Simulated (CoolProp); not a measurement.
The fluid at 251.75 K and 1.02 MPa flows at 0.35 m/s in a round tube of 25 mm bore and 0.25 µm roughness, fully developed (64/Re and Nu = 3.66 if laminar; Colebrook and Gnielinski if turbulent). The same conditions are run with several fluids, on thermodynamics alone (safety and materials aside).

Model: reference Helmholtz-energy equation of state of each fluid (propylene: Lemmon 2013; n-heptane: Span 2003; R134a: Tillner-Roth 1994; ethylbenzene: Zhou 2012; R236EA: Rui 2013), in CoolProp.

| fluid | Reynolds number | Darcy friction factor | pressure drop (Pa/m) | heat-transfer coefficient (W/(m² K)) | mass flow (kg/h) |
|---|---|---|---|---|---|
| propylene | 33800 | 0.0229 | 32.3 | 810 | 357 |
| n-heptane | 8860 | 0.0319 | 56.2 | 450 | 445 |
| R134a | 33400 | 0.0229 | 76.7 | 786 | 844 |
| ethylbenzene | 6850 | 0.0342 | 75.8 | 385 | 559 |
| R236EA | 16700 | 0.0271 | 104 | 569 | 969 |

Transport values come from each fluid's own correlations; those of propylene, R134a, ethylbenzene, R236EA are estimates that may be off by 10 % or more.
